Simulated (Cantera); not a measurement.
# Carbothermic reduction: Cu₂O + CH₄ + N₂

Feed: 1 mol Cu₂O, a varied amount of CH₄, 13 mol N₂, at 1623 K and 1 atm.

Cantera equilibrium calculation (NASA polynomials, part measured and part estimated; ideal gas, pure solids and liquids). Candidate condensed phases: C, C₆H₆, C₇H₈, C₈H₁₈, Cu, CuO, Cu(OH)₂, Cu₂O, H₂O; 139 gas species. Rates play no part.

From 0.49 mol CH₄ to 1 mol CH₄ the condensed part is Cu(l). From 1.6 mol CH₄ to 5.9 mol CH₄ the condensed part is C(graphite) + Cu(l). The main Cu-bearing gas is Cu throughout.

| n(CH₄) (mol) | x N₂ | x H₂ | x CO | x H₂O | x CO₂ | n Cu(l) | n C(graphite) |
|---|---|---|---|---|---|---|---|
| 0.49 | 0.898 | 0.0390 | 0.0274 | 0.0287 | 0.00650 | 2.00 | 0 |
| 1 | 0.812 | 0.125 | 0.0624 | 6.39e-5 | 1.03e-5 | 2.00 | 0 |
| 1.6 | 0.755 | 0.185 | 0.0581 | 8.27e-6 | 8.36e-7 | 2.00 | 0.584 |
| 2.1 | 0.714 | 0.230 | 0.0549 | 9.70e-6 | 7.47e-7 | 2.00 | 1.08 |
| 2.7 | 0.670 | 0.278 | 0.0515 | 1.10e-5 | 6.57e-7 | 2.00 | 1.68 |
| 3.2 | 0.637 | 0.313 | 0.0490 | 1.18e-5 | 5.94e-7 | 2.00 | 2.17 |
| 3.8 | 0.601 | 0.351 | 0.0463 | 1.25e-5 | 5.30e-7 | 2.00 | 2.77 |
| 4.3 | 0.575 | 0.380 | 0.0442 | 1.29e-5 | 4.84e-7 | 2.00 | 3.27 |
| 4.9 | 0.546 | 0.411 | 0.0420 | 1.32e-5 | 4.37e-7 | 2.00 | 3.87 |
| 5.4 | 0.524 | 0.434 | 0.0403 | 1.34e-5 | 4.02e-7 | 2.00 | 4.36 |
| 5.9 | 0.503 | 0.456 | 0.0388 | 1.36e-5 | 3.72e-7 | 2.00 | 4.86 |
x: gas mole fraction; n: condensed amount in mol.
